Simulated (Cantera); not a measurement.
A freely propagating, adiabatic, planar premixed flame of H2 : O2 : N2 = 1 : 0.217 : 0.848 (molar parts), unburnt at 448 K and 10.0 bar; mixture-averaged transport, grid criteria slope 0.08 and curve 0.16, no radiation.

Model: the H2/O2 subset of GRI-Mech 3.0, which has no nitrogen chemistry, integrated in Cantera. The hydrogen kinetics of GRI-Mech 3.0 are dated; newer H2 mechanisms differ, most at raised pressure. Burning velocities carry a grid error of a few per cent, more on coarse grids.

How do the results move with these cheaper or finer settings: unity-Lewis-number transport; multicomponent transport; multicomponent+Soret transport; grid criteria slope 0.5, curve 1; grid criteria slope 0.25, curve 0.5; grid criteria slope 0.03, curve 0.06?


```csv
setting,laminar burning velocity,thermal thickness,peak x(H),peak x(HO2),grid points
as above,411 cm/s,0.0243 mm,0.0270,0.00134,116
unity-Lewis-number transport,261 cm/s,0.0276 mm,0.0288,0.000835,109
multicomponent transport,406 cm/s,0.0246 mm,0.0270,0.00132,116
multicomponent+Soret transport,390 cm/s,0.0235 mm,0.0266,0.00136,122
"grid criteria slope 0.5, curve 1",443 cm/s,0.0326 mm,0.0274,0.00120,42
"grid criteria slope 0.25, curve 0.5",418 cm/s,0.0264 mm,0.0276,0.00129,54
"grid criteria slope 0.03, curve 0.06",402 cm/s,0.0237 mm,0.0264,0.00134,255
```
Unity Lewis numbers drop preferential diffusion, which matters most where H2 and H carry the flame; Soret adds thermal diffusion.
